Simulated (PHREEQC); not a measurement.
## Reverse-osmosis reject: speciation

A made-up water analysis in mg/kgw, 25 °C, pH 6.3, pe 8.2: Na 58.9; K 226; Ca 257; Mg 14.6; Cl 306; S(6) as SO4 588; Alkalinity as HCO3 131; Pb 14.6.

Valence states are taken as typed.

Model: ion-association model, phreeqc.dat, run in PHREEQC.

Each row changes one thing in this solution. This is a speciation only: nothing precipitates in the calculation.

```csv
case,ionic strength (mol/kgw),Ca+2 (mol/kgw),SO4-2 (mol/kgw),HCO3- (mol/kgw),CO2 (mol/kgw),CaSO4 (mol/kgw),SI of Anglesite (PbSO4),SI of Gypsum (CaSO4:2H2O)
as made,0.0301,0.00514,0.00464,0.00200,0.00192,0.00120,+0.12,-0.59
temperature from 25 to 20 °C at the same typed pH,0.0302,0.00517,…,0.00201,0.00207,…,+0.17,-0.58
all concentrations times 4 at the same typed pH,0.109,0.0182,0.0157,0.00752,0.00649,…,+0.63,+0.17
pH from 6.3 to 7.3 at the same alkalinity,0.0300,0.00514,0.00465,0.00193,…,0.00120,…,-0.59
```

### Question
Complete the blanks.

### Answer

- temperature from 25 to 20 °C at the same typed pH, SO4-2 (mol/kgw): 0.00468
- temperature from 25 to 20 °C at the same typed pH, CaSO4 (mol/kgw): 0.00118
- all concentrations times 4 at the same typed pH, CaSO4 (mol/kgw): 0.00683
- pH from 6.3 to 7.3 at the same alkalinity, CO2 (mol/kgw): 0.000185
- pH from 6.3 to 7.3 at the same alkalinity, SI of Anglesite (PbSO4): -0.48

Some of these states are supersaturated (in Cerussite, Anglesite, Pb(OH)2, for instance).
